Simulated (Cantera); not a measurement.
A Cantera script and its output.

```python
import numpy as np
import cantera as ct

gas = ct.Solution("gri30.yaml")
gas.TPX = 1825, 280000, {'CH4': 1, 'H2O': 1.1, 'H2': 0.078}
reactor = ct.IdealGasConstPressureReactor(gas, energy="off", clone=False)
net = ct.ReactorNet([reactor])
net.rtol, net.atol = 1e-08, 1e-18
show = ['CH4', 'H2O', 'H2', 'C2H2', 'O', 'HCO', 'O2']
times = np.geomspace(1e-06, 20, 10)

steps = ct.SolutionArray(gas, extra=["t"])
rows = []
print(f"{'t/s':>10s}{'T/K':>9s}{'P/Pa':>11s}" + "".join(f"{s:>11s}" for s in show))
for t in times:
    while net.time < t:
        t_next = net.step()
        steps.append(gas.state, t=t_next)
    rows.append([np.interp(t, steps.t, y) for y in (steps.T, steps.P, *steps(*show).X.T)])
    print(f"{t:10.3e}{rows[-1][0]:9.1f}{rows[-1][1]:11.4g}" + "".join(f"{x:11.3e}" for x in rows[-1][2:]))
rate = np.gradient(steps.T, steps.t)
print("integrator steps:", len(steps.t))
if steps.T.max() > steps.T[0] + 200:
    print(f"time of steepest temperature rise: {steps.t[rate.argmax()]:.4e} s")
gas.TPX = 1825, 280000, {'CH4': 1, 'H2O': 1.1, 'H2': 0.078}
gas.equilibrate("TP")
print(f"equilibrium (TP): T = {gas.T:.1f} K  " + "  ".join(f"{s} {gas[s].X[0]:.3e}" for s in show))
```

It prints:

```
       t/s      T/K       P/Pa        CH4        H2O         H2       C2H2          O        HCO         O2
 1.000e-06   1825.0    2.8e+05  4.586e-01  5.049e-01  3.600e-02  4.446e-10  6.040e-11  1.898e-12  6.357e-15
 6.475e-06   1825.0    2.8e+05  4.558e-01  5.045e-01  3.732e-02  1.392e-06  1.152e-09  1.175e-09  4.006e-12
 4.192e-05   1825.0    2.8e+05  4.300e-01  4.998e-01  5.593e-02  9.141e-04  4.315e-09  5.216e-08  2.890e-10
 2.714e-04   1825.0    2.8e+05  2.921e-01  4.512e-01  1.948e-01  4.258e-02  2.469e-09  4.896e-08  1.361e-09
 1.758e-03   1825.0    2.8e+05  1.150e-01  3.747e-01  3.880e-01  1.083e-01  1.110e-09  1.798e-08  4.637e-10
 1.138e-02   1825.0    2.8e+05  3.826e-02  2.912e-01  5.092e-01  1.101e-01  8.308e-10  1.764e-08  2.211e-10
 7.368e-02   1825.0    2.8e+05  2.356e-02  1.572e-01  6.212e-01  5.515e-02  5.509e-10  4.455e-08  6.232e-11
 4.771e-01   1825.0    2.8e+05  1.033e-02  5.633e-02  7.056e-01  1.212e-02  2.603e-10  7.265e-08  9.151e-12
 3.089e+00   1825.0    2.8e+05  2.018e-03  2.504e-02  7.347e-01  4.853e-04  1.275e-10  8.254e-08  1.917e-12
 2.000e+01   1825.0    2.8e+05  8.773e-06  2.212e-02  7.383e-01  1.019e-08  1.129e-10  8.347e-08  1.493e-12
integrator steps: 2245
equilibrium (TP): T = 1825.0 K  CH4 5.945e-06  H2O 2.212e-02  H2 7.383e-01  C2H2 4.852e-09  O 1.129e-10  HCO 8.347e-08  O2 1.493e-12
```

Cantera simulation using GRI-Mech 3.0 (53 species, 325 reactions); the numbers are that mechanism's predictions, not measurements.
